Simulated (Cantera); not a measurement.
An adiabatic, constant-pressure homogeneous reactor starts with 14.1 % CH4, 0.479 % H2, 13.5 % O2, 50.8 % N2, 21.1 % H2O, at 1550 K and 100000 Pa.

Cantera simulation using GRI-Mech 3.0 (53 species, 325 reactions); the numbers are that mechanism's predictions, not measurements.

Task: Predict: time of steepest temperature rise; temperature at 2.00 s; equilibrium temperature; x(H2) at 2.00 s; x(O2) at 2.00 s; x(HCO) at 2.00 s; x(NO) at 2.00 s.

Result: 
```json
{
 "time_of_steepest_temperature_rise": "1.37 ms",
 "temperature at 2.00 s": "2315 K",
 "equilibrium_temperature": "2315 K",
 "x(H2) at 2.00 s": "0.163 (gas-phase equilibrium 0.163)",
 "x(O2) at 2.00 s": "1.40e-5 (gas-phase equilibrium 1.40e-5)",
 "x(HCO) at 2.00 s": "7.68e-8 (gas-phase equilibrium 7.68e-8)",
 "x(NO) at 2.00 s": "9.94e-5 (gas-phase equilibrium 9.94e-5)"
}
```
